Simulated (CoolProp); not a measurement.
Aqueous potassium carbonate as a coolant, 35 % by mass, freezing at -26.7 °C, 1 atm.

Values from CoolProp's Melinder's fits for secondary coolants.

| T (°C) | viscosity (mPa s) | density (kg/m³) | cp (kJ/(kg K)) | Prandtl number |
|---|---|---|---|---|
| -7.6 | 7.33 | 1368 | 2.774 | 39.3 |
| -4.4 | 6.54 | 1367 | 2.780 | 34.7 |
| -1.2 | 5.87 | 1366 | 2.786 | 30.9 |
| 2 | 5.30 | 1365 | 2.791 | 27.7 |
| 5.2 | 4.81 | 1363 | 2.797 | 25.0 |
| 8.4 | 4.39 | 1362 | 2.803 | 22.6 |
| 11.6 | 4.03 | 1360 | 2.809 | 20.6 |
| 14.8 | 3.71 | 1358 | 2.815 | 18.8 |
| 18 | 3.43 | 1357 | 2.821 | 17.3 |
| 21.2 | 3.18 | 1355 | 2.827 | 15.9 |
| 24.4 | 2.96 | 1353 | 2.833 | 14.7 |
| 27.6 | 2.76 | 1352 | 2.839 | 13.7 |
| 30.8 | 2.58 | 1350 | 2.845 | 12.7 |
